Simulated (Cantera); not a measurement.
An adiabatic, constant-volume homogeneous reactor starts with 5.20 % CH₄, 15.8 % O₂, 59.3 % N₂, 19.8 % H₂O, equivalence ratio 0.66, at 1325 K and 1.01 bar.

Cantera simulation using GRI-Mech 3.0 (53 species, 325 reactions); the numbers are that mechanism's predictions, not measurements.

### Question
Predict: time of steepest temperature rise; temperature at 2.00 s; equilibrium temperature; x(O₂) at 2.00 s; x(H₂O) at 2.00 s; x(H) at 2.00 s.

### Answer
```
Quantity                                                              Result
---------------------------------  -----------------------------------------
time of steepest temperature rise                                    10.4 ms
temperature at 2.00 s                                                 2426 K
equilibrium temperature                                               2426 K
x(O₂) at 2.00 s                        0.0493 (gas-phase equilibrium 0.0493)
x(H₂O) at 2.00 s                         0.289 (gas-phase equilibrium 0.289)
x(H) at 2.00 s                     0.000832 (gas-phase equilibrium 0.000832)
```
